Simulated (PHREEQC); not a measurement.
Copper plating or etch bath: speciation

Make-up at 20 °C: 0.02 mol CuSO4, 0.0094 mol HCl and 0.0013 mol NaCl per kg of water. Closed to the air; pH follows from the charge balance.

Computed with PHREEQC (ion-association model, phreeqc.dat).

No solid was allowed to form.

**Question.** Predict the pH, density.

**Answer.** pH 2.26; density 1.002 g/cm³.

**Question.** In which forms is Cl present?

**Answer.** Cl- 99 %, CuCl+ 1.3 % of the Cl.
